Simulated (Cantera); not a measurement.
Input: 1 mol Cr, 5 mol O2, 120 mol H2, held at 3600 Torr.

Cantera equilibrium calculation (NASA polynomials, part measured and part estimated; ideal gas, pure solids and liquids). Candidate condensed phases: Cr, Cr2O3, H2O; 13 gas species. The numbers say what is thermodynamically allowed, not how fast it happens.

x: gas mole fraction; n: condensed amount in mol.

```
T (°C)   x H2   x H2O       x H     x Cr     x CrO      x OH  n Cr2O3(s)
------  -----  ------  --------  -------  --------  --------  ----------
652     0.929  0.0708  1.15e-10   <1e-12    <1e-12    <1e-12       0.500
802     0.929  0.0708   6.46e-9   <1e-12    <1e-12  1.86e-12       0.500
952     0.929  0.0708   1.37e-7   <1e-12    <1e-12  9.51e-11       0.500
1102    0.929  0.0708   1.51e-6      ___    <1e-12   2.07e-9       0.500
1252    0.929  0.0708   1.04e-5      ___  1.29e-11   2.46e-8       0.500
1402    0.929  0.0708   5.11e-5      ___  9.41e-10   1.88e-7       0.500
1552    0.929  0.0708  0.000194      ___   3.32e-8   1.03e-6       0.500
1702    0.929  0.0708  0.000602      ___   6.71e-7   4.37e-6       0.499
1852    0.927  0.0710   0.00160      ___   8.72e-6   1.52e-5       0.491
2002    0.923  0.0723   0.00372      ___   7.91e-5   4.54e-5       0.426
2152    0.906  0.0791   0.00778      ___  0.000516  0.000129       0.107
2302    0.896  0.0809    0.0150  0.00744  0.000739  0.000305           0
2452    0.884  0.0800    0.0268  0.00734  0.000794  0.000636           0
```

Q: What belongs in the gaps?

A: 
- 1102, x Cr: 3.76e-12
- 1252, x Cr: 5.15e-10
- 1402, x Cr: 2.85e-8
- 1552, x Cr: 8.02e-7
- 1702, x Cr: 1.34e-5
- 1852, x Cr: 0.000148
- 2002, x Cr: 0.00114
- 2152, x Cr: 0.00595
